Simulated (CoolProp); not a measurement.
Vapour-liquid equilibrium of C2F6 (R116) (1) + propane (2) at 235.7 K; x and y are mole fractions of (1).

Model: multi-fluid Helmholtz-energy mixture model, Lemmon 2006 and Lemmon 2009; pair parameters Bell 2016, in CoolProp.

```json
[
 {"x": "0.05", "bubble pressure (bar)": "2.661", "y at the bubble point": "0.535", "dew pressure at overall composition x (bar)": "1.305", "liquid density (mol/L)": "12.85"},
 {"x": "0.15", "bubble pressure (bar)": "4.181", "y at the bubble point": "0.711", "dew pressure at overall composition x (bar)": "1.460", "liquid density (mol/L)": "12.47"},
 {"x": "0.25", "bubble pressure (bar)": "4.774", "y at the bubble point": "0.753", "dew pressure at overall composition x (bar)": "1.655", "liquid density (mol/L)": "12.10"},
 {"x": "0.35", "bubble pressure (bar)": "5.010", "y at the bubble point": "0.769", "dew pressure at overall composition x (bar)": "1.909", "liquid density (mol/L)": "11.74"},
 {"x": "0.45", "bubble pressure (bar)": "5.144", "y at the bubble point": "0.779", "dew pressure at overall composition x (bar)": "2.254", "liquid density (mol/L)": "11.41"},
 {"x": "0.55", "bubble pressure (bar)": "5.275", "y at the bubble point": "0.792", "dew pressure at overall composition x (bar)": "2.746", "liquid density (mol/L)": "11.11"},
 {"x": "0.65", "bubble pressure (bar)": "5.429", "y at the bubble point": "0.812", "dew pressure at overall composition x (bar)": "3.502", "liquid density (mol/L)": "10.84"},
 {"x": "0.75", "bubble pressure (bar)": "5.602", "y at the bubble point": "0.842", "dew pressure at overall composition x (bar)": "4.733", "liquid density (mol/L)": "10.60"},
 {"x": "0.85", "bubble pressure (bar)": "5.768", "y at the bubble point": "0.889", "dew pressure at overall composition x (bar)": "5.636", "liquid density (mol/L)": "10.40"},
 {"x": "0.95", "bubble pressure (bar)": "5.889", "y at the bubble point": "0.956", "dew pressure at overall composition x (bar)": "5.883", "liquid density (mol/L)": "10.24"}
]
```

No azeotrope shows between x = 0.05 and 0.95.

The pair parameters rest on a limited set of measurements; away from them the model extrapolates. With so large a gap from Raoult's law the liquid may split in two, which this calculation doesn't test in full.
